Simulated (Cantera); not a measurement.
A freely propagating, adiabatic, planar premixed flame of CH₄ : O₂ : N₂ : H₂ = 1 : 1.54 : 5.78 : 0.69 (molar parts), unburnt at 600 K and 1.10 bar; mixture-averaged transport, grid criteria slope 0.08 and curve 0.16, no radiation.

Detailed kinetics in Cantera: GRI-Mech 3.0 (53 species, 325 reactions). Burning velocities carry a grid error of a few per cent, more on coarse grids.

Task: Predict: laminar burning velocity; thermal thickness; peak x(HCN); peak x(CO).

Result: 
| Quantity | Value |
|---|---|
| laminar burning velocity | 83.3 cm/s |
| thermal thickness | 0.449 mm |
| peak x(HCN) | 6.22e-5 |
| peak x(CO) | 0.0770 |
